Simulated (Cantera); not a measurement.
Stirred combustor or abatement burner

A perfectly stirred reactor is fed with CH₃OH : O₂ : N₂ = 0.77 : 1 : 3.76 (molar parts), at 1.00 bar; it is adiabatic with a 473 K inlet, and is followed from long to short residence time, starting on the burning branch (τ in s: 0.036, 0.017, 0.0078, 0.0037, 0.0017, 0.0008, 0.00038, 0.00018, 8.3e-05, 3.9e-05).

Cantera simulation using GRI-Mech 3.0 (53 species, 325 reactions); the numbers are that mechanism's predictions, not measurements. GRI-Mech 3.0 was tuned for natural gas; its chemistry of methanol as a main component is partial and can be far from experiment.

| τ (s) | T (K) | x CH₃OH | x O₂ | x CH₂CO | x H₂O | x CH₂O |
|---|---|---|---|---|---|---|
| 0.036 | 2245 | 1.85e-6 | 0.00217 | 9.60e-10 | 0.230 | 1.89e-6 |
| 0.017 | 2222 | 3.18e-6 | 0.00314 | 1.41e-9 | 0.228 | 3.19e-6 |
| 0.0078 | 2187 | 5.49e-6 | 0.00454 | 2.28e-9 | 0.225 | 5.42e-6 |
| 0.0037 | 2146 | 9.30e-6 | 0.00622 | 4.01e-9 | 0.221 | 8.99e-6 |
| 0.0017 | 2095 | 1.65e-5 | 0.00826 | 8.17e-9 | 0.217 | 1.55e-5 |
| 0.00080 | 2043 | 3.00e-5 | 0.0104 | 1.84e-8 | 0.213 | 2.72e-5 |
| 0.00038 | 1991 | 5.70e-5 | 0.0128 | 4.77e-8 | 0.209 | 4.97e-5 |
| 0.00018 | 1940 | 0.000117 | 0.0158 | 1.50e-7 | 0.206 | 9.87e-5 |
| 8.3e-5 | 1878 | 0.000288 | 0.0213 | 6.67e-7 | 0.204 | 0.000234 |
| 3.9e-5 | 473 | 0.139 | 0.181 | <1e-12 | <1e-12 | <1e-12 |
x: mole fraction; the columns are a selection and need not sum to one.
